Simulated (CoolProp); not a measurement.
Vapour-liquid equilibrium of dimethyl ether (1) + n-pentane (2) at 6.55 °C; x and y are mole fractions of (1).

Computed with CoolProp (multi-fluid Helmholtz-energy mixture model, Wu 2011 and Thol 2019; pair parameters Bell 2016).

```tsv
x	bubble pressure, mixture model (kPa)	bubble pressure, Raoult's law (kPa)	y, mixture model	y, Raoult's law
0.05	42.60	47.72	0.270	0.349
0.15	73.01	77.80	0.623	0.643
0.25	113.7	107.9	___	0.773
0.35	157.4	137.9	0.870	0.846
0.45	197.5	168.0	___	0.893
0.55	230.4	198.1	0.935	0.926
0.65	256.3	228.2	0.950	0.950
0.75	277.6	258.3	0.962	0.968
0.85	297.8	288.3	0.974	0.983
0.95	___	318.4	0.989	0.995
```

Task: Some entries are withheld; supply them.

Result: 
- 0.25, y, mixture model: 0.790
- 0.45, y, mixture model: 0.911
- 0.95, bubble pressure, mixture model (kPa): 320.3

The largest gap from Raoult's law is +17.6 % in bubble pressure, at x = 0.45. No azeotrope shows between x = 0.05 and 0.95.

Pair parameters are fitted to limited data, so mixtures are less certain than the pure fluids. The gap from Raoult's law changes sign with composition, which may be real or a fault of the pair parameters; it wasn't checked against measurements.
